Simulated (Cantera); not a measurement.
A Cantera script and what it prints.

```python
import numpy as np
import cantera as ct

gas_names = """
    F F2 H HF H2 H2F2 H3F3 H4F4 H5F5 H6F6 H7F7 Si SiF SiF2 SiF3 SiF4 SiH SiHF3 SiH2 SiH2F2 SiH3 SiH3F
    SiH4 Si2 Si3
""".split()
cond_names = """
    Si(cr) Si(L)
""".split()


# ... load() reads the species with a 1 bar reference pressure and builds the phases ...
atoms = {
    'Si': {'Si': 1},
    'HF': {'H': 1, 'F': 1},
    'H2': {'H': 2},
}
top_T = {}  # K; cautious upper limits of use, not melting points


# ... equilibrate(T, P, feed) seeds the gas with the atoms and calls Mixture.equilibrate('TP', solver="vcs", rtol=1e-11, max_steps=5000) ...
results = []
feed = {'Si': 1, 'HF': 18, 'H2': 0.11}  # mol
P = 18  # Pa
for T in [1273, 1323, 1373, 1423, 1473, 1523, 1573]:
    mix = equilibrate(T, P, feed)
    results.append((T, P, feed, dict(zip(mix.species_names, mix.species_moles))))

top = {s: max(r[3][s] / sum(r[3][g] for g in gas_names) for r in results) for s in gas_names}
cols = sorted((s for s in top if top[s] > 1e-06), key=lambda s: -top[s])[:5]
seen = [c for c in cond_names if any(r[3].get(c, 0) > 1e-12 for r in results)]
print("log10 of partial pressures in bar; condensed amounts in mol")
print(f"{'T/K':>10s}" + "".join(f"{s[:9]:>10s}" for s in cols + seen))
for T, P, feed, n in results:
    ng = sum(n[g] for g in gas_names)
    print(f"{T:10.4g}" + "".join(f"{np.log10(max(n[s] / ng * P / 1e5, 1e-99)):10.3f}" for s in cols)
          + "".join(f"{n.get(c, 0):10.4g}" for c in seen))
```

Output:

```
log10 of partial pressures in bar; condensed amounts in mol
       T/K        HF        H2      SiF4      SiF3         H
      1273    -3.832    -4.654    -4.978    -8.518    -8.474
      1323    -3.832    -4.654    -4.978    -8.129    -8.127
      1373    -3.832    -4.654    -4.979    -7.769    -7.805
      1423    -3.832    -4.654    -4.980    -7.436    -7.505
      1473    -3.832    -4.655    -4.981    -7.127    -7.225
      1523    -3.832    -4.657    -4.984    -6.840    -6.964
      1573    -3.832    -4.659    -4.990    -6.576    -6.720
```

These are equilibrium values from Cantera (NASA tables, ideal gas, pure condensed phases), not measurements of a reactor. The tables' values for SiF3, SiF2 are old estimates; treat these amounts as uncertain.
